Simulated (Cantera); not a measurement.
Input (Python, Cantera) and output of one run.

```python
import numpy as np
import cantera as ct

gas_names = """
    H HO2 H2 H2O H2O2 H2S H2SO4 O OH O2 O3 S SH SO SO2 SO3 S2 S2O S8
""".split()
cond_names = """
    H2O(s) H2O(L) H2SO4(L) S(cr1) S(cr2) S(L)
""".split()


def load(file, names, dense=False):
    # The tables refer to 1 bar. Condensed volumes are neglected.
    table = {s.name: s for s in ct.Species.list_from_file(file)}
    out = []
    for n in names:
        d = dict(table[n].input_data)
        d["thermo"] = dict(d["thermo"], **{"reference-pressure": 1e5})
        if dense:
            d["equation-of-state"] = {"model": "constant-volume", "density": "1e6 g/cm^3"}
        out.append(ct.Species.from_dict(d))
    return out


gas = ct.Solution(thermo="ideal-gas", species=load("nasa_gas.yaml", gas_names))
cond = {s.name: ct.Solution(thermo="fixed-stoichiometry", species=[s], name=s.name)
        for s in load("nasa_condensed.yaml", cond_names, dense=True)}
atoms = {
    'H2O': {'H': 2, 'O': 1},
    'H2': {'H': 2},
    'SO2': {'S': 1, 'O': 2},
}
top_T = {}  # K; cautious upper limits of use, not melting points


def equilibrate(T, P, feed):
    n = {}
    for name, mol in feed.items():
        for a, k in atoms[name].items():
            n[a] = n.get(a, 0.0) + k * mol
    gas.TPX = T, P, n
    mass = sum(n.values()) * gas.mean_molecular_weight
    gas.equilibrate("TP")
    valid = [c for c in cond.values() if c.min_temp <= T <= top_T.get(c.name, c.max_temp)]
    mix = ct.Mixture([(gas, mass / gas.mean_molecular_weight)] + [(c, 0.0) for c in valid])
    mix.T, mix.P = T, P
    mix.equilibrate("TP", solver="vcs", rtol=1e-11, max_steps=5000)
    return mix


results = []
feed = {'H2O': 1, 'H2': 1.8, 'SO2': 0.092}  # mol
P = 320  # Pa
for T in [1950, 2150, 2350, 2550, 2750, 2950, 3150, 3350]:
    mix = equilibrate(T, P, feed)
    results.append((T, P, feed, dict(zip(mix.species_names, mix.species_moles))))

top = {s: max(r[3][s] / sum(r[3][g] for g in gas_names) for r in results) for s in gas_names}
cols = sorted((s for s in top if top[s] > 1e-05), key=lambda s: -top[s])[:5]
seen = [c for c in cond_names if any(r[3].get(c, 0) > 1e-12 for r in results)]
print("log10 of partial pressures in bar; condensed amounts in mol")
print(f"{'T/K':>10s}" + "".join(f"{s[:9]:>10s}" for s in cols + seen))
for T, P, feed, n in results:
    ng = sum(n[g] for g in gas_names)
    print(f"{T:10.4g}" + "".join(f"{np.log10(max(n[s] / ng * P / 1e5, 1e-99)):10.3f}" for s in cols)
          + "".join(f"{n.get(c, 0):10.4g}" for c in seen))
```

Output:

```
log10 of partial pressures in bar; condensed amounts in mol
       T/K         H        H2       H2O         O        OH
      1950    -4.307    -2.732    -2.920    -7.241    -5.536
      2150    -3.751    -2.752    -2.943    -5.981    -4.830
      2350    -3.311    -2.813    -2.995    -4.924    -4.256
      2550    -2.976    -2.941    -3.168    -4.083    -3.862
      2750    -2.753    -3.175    -3.639    -3.563    -3.787
      2950    -2.644    -3.548    -4.453    -3.349    -4.044
      3150    -2.604    -3.987    -5.400    -3.286    -4.448
      3350    -2.591    -4.417    -6.316    -3.268    -4.865
```

These are equilibrium values from Cantera (NASA tables, ideal gas, pure condensed phases), not measurements of a reactor.
